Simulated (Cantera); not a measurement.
CH3SiH3 + C2H2 + H2 (silicon carbide growth)

Charge: 1 mol CH3SiH3, 0.28 mol C2H2, 16 mol H2, at 2248 K.

Cantera equilibrium calculation (NASA polynomials, part measured and part estimated; ideal gas, pure solids and liquids). Candidate condensed phases: C, C6H6, C7H8, C8H18, Si, SiC; 87 gas species. The feed counts by its element totals alone. Gases not in the tables: Si2H6 and higher silanes. The numbers say what is thermodynamically allowed, not how fast it happens.

| P (Pa) | x H2 | x H | x Si | x SiC2 | x C2H2 (acetylene) | x Si2C | x SiH | n C(graphite) | n SiC(s) |
|---|---|---|---|---|---|---|---|---|---|
| 100 | 0.753 | 0.202 | 0.0370 | 0.00425 | 0.00249 | 0.00131 | 0.000410 | 1.22 | 0 |
| 220 | 0.816 | 0.142 | 0.0327 | 0.00376 | 0.00270 | 0.00225 | 0.000560 | 1.13 | 0.0960 |
| 460 | 0.877 | 0.101 | 0.0157 | 0.00180 | 0.00290 | 0.00108 | 0.000401 | 0.759 | 0.583 |
| 1000 | 0.918 | 0.0704 | 0.00720 | 0.000827 | 0.00304 | 0.000496 | 0.000279 | 0.582 | 0.811 |
| 2200 | 0.945 | 0.0481 | 0.00327 | 0.000376 | 0.00313 | 0.000225 | 0.000191 | 0.502 | 0.914 |
| 4600 | 0.961 | 0.0336 | 0.00157 | 0.000180 | 0.00318 | 0.000108 | 0.000133 | 0.467 | 0.958 |
| 10000 | 0.973 | 0.0229 | 0.000720 | 8.27e-5 | 0.00322 | 4.96e-5 | 9.07e-5 | 0.449 | 0.980 |
| 22000 | 0.981 | 0.0155 | 0.000327 | 3.76e-5 | 0.00325 | 2.25e-5 | 6.14e-5 | 0.440 | 0.990 |
| 46000 | 0.986 | 0.0108 | 0.000157 | 1.80e-5 | 0.00326 | 1.08e-5 | 4.26e-5 | 0.435 | 0.994 |
| 100000 | 0.989 | 0.00731 | 7.20e-5 | 8.27e-6 | 0.00328 | 4.96e-6 | 2.89e-5 | 0.430 | 0.997 |
x: gas mole fraction; n: condensed amount in mol.

At 1.00 mbar the condensed part is C(graphite). From 2.20 mbar to 1.00 bar the condensed part is C(graphite) + SiC(s). The main Si-bearing gas is Si throughout. The share of Si in condensed phases is highest at 1.00 bar (99.7 %) and lowest at 1.00 mbar (0.0 %).
